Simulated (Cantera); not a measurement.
# Fluorocarbon and chlorocarbon gases: CH3F + F2 + H2

Charge: 1 mol CH3F, 0.19 mol F2, 9.6 mol H2, at 0.100 bar.

Cantera equilibrium calculation (NASA polynomials, part measured and part estimated; ideal gas, pure solids and liquids). Candidate condensed phases: C, C6H6, C7H8, C8H18; 95 gas species. Rates play no part.

```csv
T (°C),x H2,x HF,x H,x C2H2 (acetylene),x C2H,x C4H2,x F,n C(graphite)
1777,0.876,0.117,0.00671,0.000930,1.57e-7,3.98e-7,4.48e-7,0.978
1852,0.871,0.116,0.0107,0.00146,5.01e-7,9.92e-7,9.50e-7,0.965
1927,0.865,0.116,0.0166,0.00222,1.47e-6,2.31e-6,1.91e-6,0.947
2002,0.856,0.116,0.0248,0.00326,4.01e-6,5.08e-6,3.68e-6,0.921
2077,0.844,0.115,0.0362,0.00466,1.02e-5,1.05e-5,6.80e-6,0.887
2152,0.828,0.114,0.0515,0.00646,2.45e-5,2.08e-5,1.21e-5,0.841
2227,0.807,0.113,0.0714,0.00873,5.55e-5,3.90e-5,2.09e-5,0.782
2302,0.780,0.111,0.0967,0.0115,0.000119,6.98e-5,3.49e-5,0.708
```
x: gas mole fraction; n: condensed amount in mol.

From 1777 °C to 2302 °C the condensed part is C(graphite). The main C-bearing gas is C2H2 (acetylene) throughout. The share of C in condensed phases is highest at 1777 °C (97.8 %) and lowest at 2302 °C (70.8 %).
